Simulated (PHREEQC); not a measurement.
**Alkaline etch or developer (model solution)**

Make-up at 20 °C: 0.19 mol KOH and 0.28 mol K2CO3 per kg of water. Closed to the air; pH follows from the charge balance.

All values are PHREEQC results (Pitzer model, pitzer.dat), not measurements.

Each row changes one thing in this solution. This is a speciation only: nothing precipitates in the calculation.

| case | pH | ionic strength (mol/kgw) | HCO3- (mol/kgw) |
|---|---|---|---|
| as made | 13.34 | 1.03 | 8.63e-5 |
| KOH from 0.19 to 0.285 mol/kgw | ? | 1.12 | 5.55e-5 |
| diluted 5-fold with water | 12.63 | 0.206 | 0.000130 |
| 0.26 mol/kgw NaHCO3 added | 10.58 | ? | 0.0703 |
| K2CO3 from 0.28 to 0.252 mol/kgw | 13.34 | ? | 7.98e-5 |
| temperature from 20 to 10 °C | ? | 1.03 | 4.83e-5 |
| diluted 2-fold with water | ? | 0.515 | 0.000106 |

Q: Fill in the missing entries.

A: 
- KOH from 0.19 to 0.285 mol/kgw, pH: 13.53
- 0.26 mol/kgw NaHCO3 added, ionic strength (mol/kgw): 1.48
- K2CO3 from 0.28 to 0.252 mol/kgw, ionic strength (mol/kgw): 0.946
- temperature from 20 to 10 °C, pH: 13.71
- diluted 2-fold with water, pH: 13.02

In brines, pH and single-ion activities rest on the MacInnes convention. Constants without temperature data keep their 25 °C values here.
